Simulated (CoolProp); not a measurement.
Tetrahydrofuran along the isotherm 270.95 °C: Z from the reference equation and from simpler models built on Tc = 267.0 °C, pc = 53.04 bar, ω = 0.234; each cubic takes its own stable root.

Computed with CoolProp (reference Helmholtz-energy equation of state, Fiedler 2023).

| p (bar) | phase | reference |
|---|---|---|
| 66.3 | supercritical | 0.2221 |
| 133 | supercritical | 0.3661 |
| 199 | supercritical | 0.5135 |
| 265 | supercritical | 0.6562 |
| 332 | supercritical | 0.7971 |
| 398 | supercritical | 0.9325 |
| 464 | supercritical | 1.065 |
| 530 | supercritical | 1.196 |

Q: How far does each simpler model (van der Waals, Soave-Redlich-Kwong) lie from the reference over these 8 states: mean and median of the absolute difference, and the worst?

A: 
- van der Waals: mean 38.1 %, median 37.0 %, worst +43.1 % at 270.95 °C and 66.3 bar
- Soave-Redlich-Kwong: mean 9.4 %, median 7.1 %, worst +23.2 % at 270.95 °C and 66.3 bar
